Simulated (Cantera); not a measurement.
An isothermal, constant-pressure homogeneous reactor starts with CH4 : CO2 : H2 = 1 : 3.6 : 0.28 (molar parts), at 2100 K and 2.27 atm.

Cantera simulation using GRI-Mech 3.0 (53 species, 325 reactions); the numbers are that mechanism's predictions, not measurements.

x: mole fraction; the columns are a selection and need not sum to one.

```
t (s)        x CH4  x CO2    x H2    x H2O2     x CH2   x C2H2    x HCO
--------  --------  -----  ------  --------  --------  -------  -------
4.00e-6      0.195  0.733  0.0614  7.24e-12   8.41e-6  4.54e-5  5.55e-7
1.10e-5      0.168  0.716  0.0793  2.91e-11   2.09e-5  0.00242  4.39e-6
3.01e-5      0.109  0.649   0.128  7.66e-11   1.91e-5   0.0245  4.03e-6
8.26e-5     0.0516  0.531   0.142  1.99e-10   1.45e-5   0.0524  2.03e-6
0.000227    0.0142  0.377  0.0896  6.51e-10   1.28e-5   0.0616  1.05e-6
0.000622   0.00419  0.271  0.0738   1.13e-9   9.82e-6   0.0435  6.79e-7
0.00171        [?]    [?]     [?]  6.66e-10       [?]      [?]      [?]
0.00469   0.000478  0.173   0.121  4.70e-10   4.23e-7  0.00103  2.39e-7
0.0129     1.07e-7  0.170   0.123  5.31e-10  9.96e-11  1.70e-7  2.38e-7
0.0353    5.71e-10  0.170   0.123  5.31e-10    <1e-12   <1e-12  2.38e-7
0.0968    5.71e-10  0.170   0.123  5.31e-10    <1e-12   <1e-12  2.38e-7
0.266     5.71e-10  0.170   0.123  5.31e-10    <1e-12   <1e-12  2.38e-7
0.729     5.71e-10  0.170   0.123  5.31e-10    <1e-12   <1e-12  2.38e-7
2.00      5.71e-10  0.170   0.123  5.31e-10    <1e-12   <1e-12  2.38e-7
```

Question: Some entries are withheld; supply them.

Answer: 
- 0.00171, x CH4: 0.00273
- 0.00171, x CO2: 0.205
- 0.00171, x H2: 0.102
- 0.00171, x CH2: 3.83e-6
- 0.00171, x C2H2: 0.0154
- 0.00171, x HCO: 3.81e-7
